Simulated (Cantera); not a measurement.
Charge: 1 mol SiHCl₃, 22 mol N₂, at 0.490 bar.

Equilibrium computed with Cantera from the NASA thermochemical tables; the gas is ideal and each condensed phase is pure. Candidate condensed phases: NH₄Cl, Si, Si₃N₄; 28 gas species. N₂ is the only nitrogen source here; it is nearly inert below about 1500 K, so the nitride shown seldom forms there in practice. The numbers say what is thermodynamically allowed, not how fast it happens.

Over these rows the condensed part is Si₃N₄(s). Partial pressures as log10 of bar:

| T (K) | 1000/T (1/K) | log p SiCl₂ | log p N₂ | log p HCl | log p SiCl₄ |
|---|---|---|---|---|---|
| 1125 | 0.8889 | -5.93 | -0.34 | -1.75 | -1.94 |
| 1200 | 0.8333 | -5.12 | -0.34 | -1.74 | -1.95 |
| 1275 | 0.7843 | -4.40 | -0.34 | -1.74 | -1.96 |
| 1350 | 0.7407 | ? | -0.34 | -1.74 | -1.97 |
| 1425 | 0.7018 | -3.23 | -0.34 | -1.74 | -2.00 |
| 1500 | 0.6667 | -2.75 | -0.34 | -1.74 | -2.06 |

Task: Fit log p(SiCl₂) = a + b·(1000/T) to the five rows, give the apparent enthalpy, and predict the row at 1350 K.

Result: Means: 1000/T = 0.7750, log p = -4.286. Sxy = -0.480582, Sxx = 0.0335457, so b = -14.33 and a = -4.286 − (-14.33)×0.7750 = 6.82.
Apparent enthalpy: −19.145 × (-14.33) = 274 kJ/mol. With the condensed phases at unit activity, 1/6 Si₃N₄(s) + 1/2 SiCl₄(g) = SiCl₂(g) + 1/3 N₂(g) links this pressure to the main gases: over the six rows their terms move log p by -0.06 in all, so the slope is close to that reaction's ΔH°. The five rows lie within 0.02 of the line.
Prediction at 1350 K: 6.82 + (-14.33)×0.7407 = -3.79. The computed value is -3.78, 0.01 from the line.
